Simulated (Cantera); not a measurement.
Input (Python, Cantera) and output of one run.

```python
import numpy as np
import cantera as ct

gas_names = """
    F FO FO2 F2 F2O N NF NF2 NF3 NO NO2 NO3 N2 N2O O O2 O3 Si SiF SiF2 SiF3 SiF4 SiN SiO SiO2 Si2 Si2N
    Si3
""".split()
cond_names = """
    Si(cr) Si(L) SiO2(Lqz) SiO2(hqz) SiO2(L) Si2N2O(s) Si3N4(a)
""".split()


# ... load() reads the species with a 1 bar reference pressure and builds the phases ...
atoms = {
    'SiF4': {'Si': 1, 'F': 4},
    'N2O': {'N': 2, 'O': 1},
}
top_T = {'Si2N2O(s)': 2100, 'Si3N4(a)': 2400}  # K; cautious upper limits of use, not melting points


# ... equilibrate(T, P, feed) seeds the gas with the atoms and calls Mixture.equilibrate('TP', solver="vcs", rtol=1e-11, max_steps=5000) ...
results = []
feed = {'SiF4': 1, 'N2O': 11}  # mol
P = 210  # Pa
for T in [900, 1050, 1200, 1350, 1500, 1650, 1800, 1950, 2100]:
    mix = equilibrate(T, P, feed)
    results.append((T, P, feed, dict(zip(mix.species_names, mix.species_moles))))
    x = sorted(zip(gas.X, gas.species_names), reverse=True)
    print(f"T = {T:g} K  P = {P:g} Pa  gas = {mix.phase_moles(0):.4g} mol")
    print("   x: " + "  ".join(f"{s} {v:.3e}" for v, s in x if v > 1e-05))
    print("   condensed (mol): " + ("  ".join(f"{mix.phase(i).name} {mix.phase_moles(i):.4g}"
          for i in range(1, mix.n_phases) if mix.phase_moles(i) > 1e-12) or "none"))
```

It prints:

```
T = 900 K  P = 210 Pa  gas = 17.5 mol
   x: N2 6.286e-01  O2 3.143e-01  SiF4 5.714e-02  NO 1.008e-05
   condensed (mol): SiO2(hqz) 2.626e-11
T = 1050 K  P = 210 Pa  gas = 17.5 mol
   x: N2 6.285e-01  O2 3.143e-01  SiF4 5.714e-02  NO 5.769e-05
   condensed (mol): SiO2(hqz) 3.159e-09
T = 1200 K  P = 210 Pa  gas = 17.5 mol
   x: N2 6.285e-01  O2 3.142e-01  SiF4 5.714e-02  NO 2.136e-04
   condensed (mol): SiO2(hqz) 1.295e-07
T = 1350 K  P = 210 Pa  gas = 17.5 mol
   x: N2 6.283e-01  O2 3.140e-01  SiF4 5.714e-02  NO 5.913e-04
   condensed (mol): SiO2(hqz) 2.281e-06
T = 1500 K  P = 210 Pa  gas = 17.5 mol
   x: N2 6.279e-01  O2 3.136e-01  SiF4 5.714e-02  NO 1.335e-03  O 4.955e-05
   condensed (mol): SiO2(hqz) 2.173e-05
T = 1650 K  P = 210 Pa  gas = 17.5 mol
   x: N2 6.272e-01  O2 3.128e-01  SiF4 5.712e-02  NO 2.596e-03  O 3.160e-04  F 3.866e-05
   condensed (mol): SiO2(hqz) 0.0001268
T = 1800 K  P = 210 Pa  gas = 17.52 mol
   x: N2 6.258e-01  O2 3.110e-01  SiF4 5.699e-02  NO 4.507e-03  O 1.481e-03  F 1.922e-04  SiF3 7.520e-05
   condensed (mol): SiO2(L) 0.0004282
T = 1950 K  P = 210 Pa  gas = 17.56 mol
   x: N2 6.228e-01  O2 3.068e-01  SiF4 5.644e-02  NO 7.148e-03  O 5.456e-03  F 8.339e-04  SiF3 3.906e-04  SiO 7.759e-05  SiO2 3.283e-05
   condensed (mol): none
T = 2100 K  P = 210 Pa  gas = 17.71 mol
   x: N2 6.160e-01  O2 2.967e-01  SiF4 5.462e-02  O 1.653e-02  NO 1.046e-02  F 3.814e-03  SiF3 1.200e-03  SiO 5.533e-04  SiO2 9.662e-05
   condensed (mol): none
```

These are equilibrium values from Cantera (NASA tables, ideal gas, pure condensed phases), not measurements of a reactor. The tables' values for SiF3, SiO2 are old estimates; treat these amounts as uncertain. The tables hold silica as quartz up to 1696 K and as liquid above; real silica turns to tridymite and cristobalite and melts near 1996 K.
